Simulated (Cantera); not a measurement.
## Hydrocarbon pyrolysis for carbon deposition

An isothermal, constant-pressure homogeneous reactor starts with CH₄ : N₂ = 1 : 120 (molar parts), at 1400 K and 46.5 Torr.

Model: GRI-Mech 3.0 (53 species, 325 reactions), integrated in Cantera. GRI-Mech 3.0 stops at C3 and has no aromatics, soot or wall deposition, so with more carbon than oxygen in the feed, carbon stays in small species such as C2H2 where larger ones or solid carbon would form.

```json
[
 {"t (s)": "9.00e-5", "x CH₄": "0.00826", "x CH₂": "<1e-12", "x C₂H₄": "<1e-12", "x HCN": "<1e-12", "x C₂H": "<1e-12", "x C₂H₆": "<1e-12", "x H₂": "4.37e-10"},
 {"t (s)": "0.000370", "x CH₄": "0.00826", "x CH₂": "<1e-12", "x C₂H₄": "<1e-12", "x HCN": "<1e-12", "x C₂H": "<1e-12", "x C₂H₆": "<1e-12", "x H₂": "4.37e-9"},
 {"t (s)": "0.00152", "x CH₄": "0.00826", "x CH₂": "<1e-12", "x C₂H₄": "<1e-12", "x HCN": "<1e-12", "x C₂H": "<1e-12", "x C₂H₆": "<1e-12", "x H₂": "2.49e-8"},
 {"t (s)": "0.00624", "x CH₄": "0.00826", "x CH₂": "<1e-12", "x C₂H₄": "1.67e-11", "x HCN": "<1e-12", "x C₂H": "<1e-12", "x C₂H₆": "3.51e-11", "x H₂": "1.10e-7"},
 {"t (s)": "0.0256", "x CH₄": "0.00826", "x CH₂": "3.97e-12", "x C₂H₄": "1.19e-9", "x HCN": "<1e-12", "x C₂H": "<1e-12", "x C₂H₆": "2.22e-9", "x H₂": "4.61e-7"},
 {"t (s)": "0.105", "x CH₄": "0.00826", "x CH₂": "5.65e-11", "x C₂H₄": "7.77e-8", "x HCN": "<1e-12", "x C₂H": "<1e-12", "x C₂H₆": "9.64e-8", "x H₂": "2.05e-6"},
 {"t (s)": "0.433", "x CH₄": "0.00824", "x CH₂": "5.84e-10", "x C₂H₄": "3.77e-6", "x HCN": "<1e-12", "x C₂H": "<1e-12", "x C₂H₆": "1.74e-6", "x H₂": "1.59e-5"},
 {"t (s)": "1.78", "x CH₄": "0.00798", "x CH₂": "2.91e-9", "x C₂H₄": "8.50e-5", "x HCN": "7.27e-11", "x C₂H": "9.80e-12", "x C₂H₆": "1.00e-5", "x H₂": "0.000292"},
 {"t (s)": "7.30", "x CH₄": "0.00664", "x CH₂": "2.26e-9", "x C₂H₄": "0.000119", "x HCN": "2.22e-9", "x C₂H": "1.14e-10", "x C₂H₆": "6.04e-6", "x H₂": "0.00227"},
 {"t (s)": "30.0", "x CH₄": "0.00436", "x CH₂": "1.18e-9", "x C₂H₄": "3.00e-5", "x HCN": "1.36e-8", "x C₂H": "2.62e-10", "x C₂H₆": "1.88e-6", "x H₂": "0.00576"}
]
```
x: mole fraction; the columns are a selection and need not sum to one.

Equilibrium at this temperature and pressure: CH₄ 3.88e-6, CH₂ 1.76e-12, C₂H₄ 1.83e-7, HCN 0.00761, C₂H 5.01e-11, C₂H₆ 2.72e-12, H₂ 0.0123 (gas phase only).
